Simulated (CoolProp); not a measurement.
Vapour-liquid equilibrium of dimethyl ether (1) + methanol (2) at 244.4 K; x and y are mole fractions of (1).

Values from CoolProp's multi-fluid Helmholtz-energy mixture model, Wu 2011 and de Reuck 1993; pair parameters Bell 2016.

Question: Give the bubble pressure and the first vapour's composition at x = 0.425, 0.725, 0.875. Is there an azeotrope?

Answer: x = 0.425: 54.95 kPa, y = 0.992; x = 0.725: 68.44 kPa, y = 0.995; x = 0.875: 76.04 kPa, y = 0.997. No azeotrope shows between x = 0.05 and 0.95.

The pair parameters rest on a limited set of measurements; away from them the model extrapolates. With so large a gap from Raoult's law the liquid may split in two, which this calculation doesn't test in full.
